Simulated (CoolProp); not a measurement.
Model: reference Helmholtz-energy equation of state, Lemmon 2006, in CoolProp. It is a short technical equation, of lower accuracy than the large ones.

Give the vapour pressure (bar), vapour density (kg/m³), enthalpy of vaporisation (kJ/kg), liquid cp (kJ/(kg K)) of saturated R141b at 395.5, 458.9 K.


| T (K) | p (bar) | vapour density (kg/m³) | enthalpy of vaporisation (kJ/kg) | liquid cp (kJ/(kg K)) |
|---|---|---|---|---|
| 395.5 | 10.8 | 47.7 | 169 | 1.37 |
| 458.9 | 32.0 | 178 | 95.8 | 2.13 |
